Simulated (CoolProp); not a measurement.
Values from CoolProp's reference Helmholtz-energy equation of state, Fiedler 2023.

Task: For tetrahydrofuran, give the phase and the Z, cp (kJ/(kg K)), fugacity coefficient at 176.55 °C and 116 bar; -102.65 °C and 1.63 bar.

Result: 
- 176.55 °C and 116 bar: liquid; Z 0.311, cp 2.32, fugacity coefficient 0.132
- -102.65 °C and 1.63 bar: liquid; Z 0.00814, cp 1.48, fugacity coefficient 2.45e-6
